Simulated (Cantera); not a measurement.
# Thermodynamics of fluorocarbon and chlorocarbon gases, feed c-C4F8 + CH4 + H2 + HCl

Input: 1 mol c-C4F8, 0.089 mol CH4, 2.1 mol H2, 0.14 mol HCl, at 1.00 bar.

Cantera equilibrium calculation (NASA polynomials, part measured and part estimated; ideal gas, pure solids and liquids). Candidate condensed phases: C, C6H6, C7H8, C8H18; 118 gas species. The feed counts by its element totals alone. The tables' values for C2F4 are old estimates; treat these amounts as uncertain. Gases not in the tables: C2F6 and larger saturated fluorocarbons. Kinetics and transport are ignored.

From 1498 K to 2498 K the condensed part is C(graphite). The main C-bearing gas is CF4 at 1498 K and CF2 at 2498 K.

```json
[
 {"T (K)": "1498", "x HF": "0.821", "x CF4": "0.154", "x CF2": "1.63e-5", "x F": "1.19e-6", "x HCl": "0.0230", "x Cl": "0.000995", "x CF3": "7.52e-6", "n C(graphite)": "3.23"},
 {"T (K)": "1598", "x HF": "0.822", "x CF4": "0.153", "x CF2": "6.59e-5", "x F": "5.85e-6", "x HCl": "0.0213", "x Cl": "0.00225", "x CF3": "2.34e-5", "n C(graphite)": "3.23"},
 {"T (K)": "1698", "x HF": "0.823", "x CF4": "0.152", "x CF2": "0.000225", "x F": "2.38e-5", "x HCl": "0.0189", "x Cl": "0.00438", "x CF3": "6.34e-5", "n C(graphite)": "3.23"},
 {"T (K)": "1798", "x HF": "0.824", "x CF4": "0.151", "x CF2": "0.000669", "x F": "8.27e-5", "x HCl": "0.0158", "x Cl": "0.00736", "x CF3": "0.000153", "n C(graphite)": "3.24"},
 {"T (K)": "1898", "x HF": "0.825", "x CF4": "0.149", "x CF2": "0.00176", "x F": "0.000252", "x HCl": "0.0125", "x Cl": "0.0108", "x CF3": "0.000336", "n C(graphite)": "3.24"},
 {"T (K)": "1998", "x HF": "0.824", "x CF4": "0.146", "x CF2": "0.00419", "x F": "0.000685", "x HCl": "0.00933", "x Cl": "0.0142", "x CF3": "0.000676", "n C(graphite)": "3.24"},
 {"T (K)": "2098", "x HF": "0.822", "x CF4": "0.141", "x CF2": "0.00907", "x F": "0.00169", "x HCl": "0.00674", "x Cl": "0.0169", "x CF3": "0.00126", "n C(graphite)": "3.23"},
 {"T (K)": "2198", "x HF": "0.818", "x CF4": "0.134", "x CF2": "0.0181", "x F": "0.00381", "x HCl": "0.00479", "x Cl": "0.0190", "x CF3": "0.00217", "n C(graphite)": "3.21"},
 {"T (K)": "2298", "x HF": "0.809", "x CF4": "0.122", "x CF2": "0.0331", "x F": "0.00792", "x HCl": "0.00339", "x Cl": "0.0203", "x CF3": "0.00345", "n C(graphite)": "3.17"},
 {"T (K)": "2398", "x HF": "0.795", "x CF4": "0.105", "x CF2": "0.0556", "x F": "0.0153", "x HCl": "0.00243", "x Cl": "0.0210", "x CF3": "0.00501", "n C(graphite)": "3.11"},
 {"T (K)": "2498", "x HF": "0.775", "x CF4": "0.0825", "x CF2": "0.0850", "x F": "0.0271", "x HCl": "0.00177", "x Cl": "0.0211", "x CF3": "0.00654", "n C(graphite)": "3.03"}
]
```
x: gas mole fraction; n: condensed amount in mol.
